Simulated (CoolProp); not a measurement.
trans-2-butene along the isotherm 525 K: Z from the reference equation and from simpler models built on Tc = 428.6 K, pc = 4019 kPa, ω = 0.210; each cubic takes its own stable root.

Model: reference Helmholtz-energy equation of state, Lemmon 2005, in CoolProp. It is a short technical equation, of lower accuracy than the large ones.

```csv
p (kPa),phase,reference
63.5,gas,0.9972
120,gas,0.9947
228,gas,0.9900
433,gas,0.9809
821,gas,0.9636
1560,gas,0.9300
2950,gas,0.8648
5590,supercritical,0.7383
10600,supercritical,0.5843
20100,supercritical,0.7035
```

### Question
How far does each simpler model (van der Waals, Redlich-Kwong, Soave-Redlich-Kwong, Peng-Robinson) lie from the reference over these 10 states: mean and median of the absolute difference, and the worst?

### Answer
- van der Waals: mean 2.9 %, median 0.1 %, worst +20.8 % at 525 K and 20100 kPa
- Redlich-Kwong: mean 1.0 %, median 0.3 %, worst +5.1 % at 525 K and 20100 kPa
- Soave-Redlich-Kwong: mean 2.8 %, median 0.3 %, worst +11.5 % at 525 K and 10600 kPa
- Peng-Robinson: mean 1.0 %, median 0.6 %, worst +4.6 % at 525 K and 10600 kPa
